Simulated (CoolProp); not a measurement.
Vapour-liquid equilibrium of diethyl ether (1) + methanol (2) at 117.75 °C; x and y are mole fractions of (1).

Values from CoolProp's multi-fluid Helmholtz-energy mixture model, Thol 2014 and de Reuck 1993; pair parameters Bell 2016.

| x | bubble pressure (MPa) | y at the bubble point | dew pressure at overall composition x (MPa) | liquid density (mol/L) |
|---|---|---|---|---|
| 0.05 | 0.6704 | 0.133 | 0.6259 | 20.09 |
| 0.15 | 0.7804 | 0.306 | 0.6803 | 17.62 |
| 0.25 | 0.8599 | 0.416 | 0.7422 | 15.60 |
| 0.35 | 0.9169 | 0.496 | 0.8114 | 13.91 |
| 0.45 | 0.9579 | 0.561 | 0.8844 | 12.50 |
| 0.55 | 0.9869 | 0.622 | 0.9513 | 11.31 |
| 0.65 | 1.006 | 0.684 | 0.9969 | 10.30 |
| 0.75 | 1.013 | 0.753 | 1.013 | 9.451 |
| 0.85 | 1.007 | 0.834 | 1.004 | 8.726 |
| 0.95 | 0.9832 | 0.937 | 0.9791 | 8.108 |

y crosses x between x = 0.75 and 0.85: the model has an azeotrope there.

Pair parameters are fitted to limited data, so mixtures are less certain than the pure fluids.
